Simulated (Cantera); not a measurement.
What does this Cantera script print?

```python
import numpy as np
import cantera as ct

gas = ct.Solution("gri30.yaml")
gas.TPX = 1050, 220000, {'CH4': 1, 'O2': 2.82, 'N2': 10.6, 'H2O': 0.54}
reactor = ct.IdealGasReactor(gas, energy="on", clone=False)
net = ct.ReactorNet([reactor])
net.rtol, net.atol = 1e-08, 1e-16
show = ['CH4', 'O2', 'H2O', 'HCN', 'H', 'CH2']
times = np.geomspace(9e-06, 2, 11)

steps = ct.SolutionArray(gas, extra=["t"])
rows = []
print(f"{'t/s':>10s}{'T/K':>9s}{'P/Pa':>11s}" + "".join(f"{s:>11s}" for s in show))
for t in times:
    while net.time < t:
        t_next = net.step()
        steps.append(gas.state, t=t_next)
    rows.append([np.interp(t, steps.t, y) for y in (steps.T, steps.P, *steps(*show).X.T)])
    print(f"{t:10.3e}{rows[-1][0]:9.1f}{rows[-1][1]:11.4g}" + "".join(f"{x:11.3e}" for x in rows[-1][2:]))
rate = np.gradient(steps.T, steps.t)
print("integrator steps:", len(steps.t))
if steps.T.max() > steps.T[0] + 200:
    print(f"time of steepest temperature rise: {steps.t[rate.argmax()]:.4e} s")
gas.TPX = 1050, 220000, {'CH4': 1, 'O2': 2.82, 'N2': 10.6, 'H2O': 0.54}
gas.equilibrate("UV")
print(f"equilibrium (UV): T = {gas.T:.1f} K  " + "  ".join(f"{s} {gas[s].X[0]:.3e}" for s in show))
```

Result:

```
       t/s      T/K       P/Pa        CH4         O2        H2O        HCN          H        CH2
 9.000e-06   1050.0    2.2e+05  6.684e-02  1.885e-01  3.610e-02  3.280e-29  4.436e-14  1.357e-21
 3.083e-05   1050.0    2.2e+05  6.684e-02  1.885e-01  3.610e-02  3.836e-28  9.005e-14  1.469e-20
 1.056e-04   1050.0    2.2e+05  6.684e-02  1.885e-01  3.610e-02  4.560e-27  2.556e-13  1.740e-19
 3.616e-04   1050.0    2.2e+05  6.684e-02  1.885e-01  3.610e-02  5.599e-26  9.338e-13  2.287e-18
 1.239e-03   1050.0    2.2e+05  6.684e-02  1.885e-01  3.610e-02  7.957e-25  4.796e-12  4.060e-17
 4.243e-03   1050.0    2.2e+05  6.684e-02  1.885e-01  3.610e-02  2.014e-23  3.938e-11  1.235e-15
 1.453e-02   1050.1    2.2e+05  6.683e-02  1.885e-01  3.611e-02  5.339e-22  1.266e-10  6.749e-15
 4.977e-02   1050.6  2.201e+05  6.676e-02  1.884e-01  3.617e-02  7.227e-21  4.256e-10  2.149e-14
 1.705e-01   2554.8  5.419e+05  7.307e-17  5.618e-02  1.570e-01  1.911e-11  1.350e-03  2.598e-16
 5.839e-01   2578.3   5.45e+05  4.290e-17  4.937e-02  1.599e-01  5.202e-11  7.826e-04  1.119e-16
 2.000e+00   2578.3   5.45e+05  4.290e-17  4.937e-02  1.599e-01  5.202e-11  7.826e-04  1.119e-16
integrator steps: 2474
time of steepest temperature rise: 1.7046e-01 s
equilibrium (UV): T = 2578.3 K  CH4 5.932e-17  O2 4.937e-02  H2O 1.599e-01  HCN 5.202e-11  H 7.826e-04  CH2 1.487e-16
```

Detailed kinetics in Cantera: GRI-Mech 3.0 (53 species, 325 reactions).
